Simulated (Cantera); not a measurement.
A perfectly stirred reactor is fed with C₂H₆ : N₂ = 1 : 140 (molar parts), at 0.00849 atm; it is held at 1800 K, and followed from long to short residence time.

Model: GRI-Mech 3.0 (53 species, 325 reactions), integrated in Cantera. GRI-Mech 3.0 stops at C3 and has no aromatics, soot or wall deposition, so with more carbon than oxygen in the feed, carbon stays in small species such as C2H2 where larger ones or solid carbon would form. Radical loss at walls, strong at low pressure, is not modelled.

**Question.** Predict: x(C₂H₆) at τ = 0.660 s; x(H₂) at τ = 0.660 s; x(HCN) at τ = 0.660 s; x(H) at τ = 0.660 s; x(C₂H₂) at τ = 0.660 s; x(C₂H₆) at τ = 17.0 ms; x(H₂) at τ = 17.0 ms; x(HCN) at τ = 17.0 ms; x(H) at τ = 17.0 ms; x(C₂H₂) at τ = 17.0 ms.

**Answer.** 
* **x(C₂H₆) at τ = 0.660 s**: 5.77e-6
* **x(H₂) at τ = 0.660 s**: 0.0129
* **x(HCN) at τ = 0.660 s**: 0.000365
* **x(H) at τ = 0.660 s**: 0.000390
* **x(C₂H₂) at τ = 0.660 s**: 0.00644
* **x(C₂H₆) at τ = 17.0 ms**: 0.000187
* **x(H₂) at τ = 17.0 ms**: 0.00952
* **x(HCN) at τ = 17.0 ms**: 6.91e-5
* **x(H) at τ = 17.0 ms**: 0.000637
* **x(C₂H₂) at τ = 17.0 ms**: 0.00469
